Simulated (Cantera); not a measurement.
An adiabatic, constant-volume homogeneous reactor starts with CH4 : CO : O2 : N2 = 1 : 0.13 : 1.15 : 4.31 (molar parts), equivalence ratio 1.8, at 1573 K and 8.60 bar.

Detailed kinetics in Cantera: GRI-Mech 3.0 (53 species, 325 reactions). Above 3000 K some thermodynamic fits are extrapolated.

One state of this run: T (K) = 3006; P (bar) = 18.7; x CH4 = 2.70e-10; x CO = 0.128; x O2 = 0.000182; x CH2 = 1.00e-10; x HO2 = 5.38e-7; x C2H4 = <1e-12; x HCO = 2.30e-6. x: mole fraction; the columns are a selection and need not sum to one.

Which value of t (s) does it belong to?
A. 0.00182
B. 1.11e-5
C. 4.00e-6
D. 3.08e-5

A, 0.00182
